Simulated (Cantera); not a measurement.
Feed: 1 mol Si, 6.7 mol H2O, 85 mol H2, equilibrated at 1650 K and 9.00 Torr.

Cantera equilibrium calculation (NASA polynomials, part measured and part estimated; ideal gas, pure solids and liquids). Candidate condensed phases: H2O, Si, SiO2; 18 gas species. The tables hold silica as quartz up to 1696 K and as liquid above; real silica turns to tridymite and cristobalite and melts near 1996 K. Kinetics and transport are ignored.

Question: What is the equilibrium state?

Answer: 
- x(H2) = 0.948
- x(H2O) = 0.0514
- x(H) = 0.000807
- x(SiO) = 0.000134
- x(OH) = 1.98e-6
- n(SiO2(β-quartz)) = 0.988 mol
- gas amount = 91.75 mol
- log10 activity of Si(s) (absent) = -7.16
